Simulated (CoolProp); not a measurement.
Vapour-liquid equilibrium of dimethyl ether (1) + methanol (2) at 1.57 bar; x and y are mole fractions of (1).

Computed with CoolProp (multi-fluid Helmholtz-energy mixture model, Wu 2011 and de Reuck 1993; pair parameters Bell 2016).

| x | bubble temperature (K) | y at the bubble point | dew temperature at overall composition x (K) | liquid density (mol/L) |
|---|---|---|---|---|
| 0.05 | 322.2 | 0.666 | 347.8 | 23.17 |
| 0.125 | 298.1 | 0.899 | 345.6 | 22.94 |
| 0.2 | 285.9 | 0.950 | 343.2 | 22.40 |
| 0.275 | 278.9 | 0.968 | 340.7 | 21.74 |
| 0.35 | 274.5 | 0.977 | 337.9 | 21.05 |
| 0.425 | 271.5 | 0.981 | 334.9 | 20.35 |
| 0.5 | 269.3 | 0.984 | 331.5 | 19.67 |
| 0.575 | 267.6 | 0.987 | 327.7 | 18.99 |
| 0.65 | 266.1 | 0.989 | 323.3 | 18.34 |
| 0.725 | 264.8 | 0.990 | 318.0 | 17.72 |
| 0.8 | 263.3 | 0.992 | 311.3 | 17.11 |
| 0.875 | 261.8 | 0.995 | 302.1 | 16.54 |
| 0.95 | 260.1 | 0.998 | 286.0 | 15.99 |

No azeotrope shows between x = 0.05 and 0.95.

The pair parameters rest on a limited set of measurements; away from them the model extrapolates. With so large a gap from Raoult's law the liquid may split in two, which this calculation doesn't test in full.
